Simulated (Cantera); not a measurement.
A closed system holds: 1 mol Si3N4, 9.9 mol N2, at 2350 K and 1330 Pa.

Method: chemical equilibrium by Gibbs-energy minimisation in Cantera with the NASA 1993 tables (ideal gas, pure condensed phases). Candidate condensed phases: Si, Si3N4; 7 gas species. The tables' values for SiN are old estimates; treat these amounts as uncertain. The numbers say what is thermodynamically allowed, not how fast it happens.

Base state: N2 0.887, Si 0.108, Si2 0.00227, SiN 0.00150, Si2N 0.00148, Si3 0.000416 (mole fractions); condensed: Si(l).

Question: What changes in the equilibrium state with this change: Si3N4 replaced by MgO?

Answer: 
| species | before | after |
|---|---|---|
| N2 | 0.887 | 0.962 |
| Mg | 0 | 0.0223 |
| O2 | 0 | 0.00701 |
| Si | 0.108 | 0 |
| O | 0 | 0.00479 |
| NO | 0 | 0.00351 |
| Si2 | 0.00227 | 0 |
| SiN | 0.00150 | 0 |
| Si2N | 0.00148 | 0 |
| Si(l), mol | 1.42 | 0 |
| MgO(s), mol | 0 | 0.765 |
Further candidate phases: Mg, MgO.
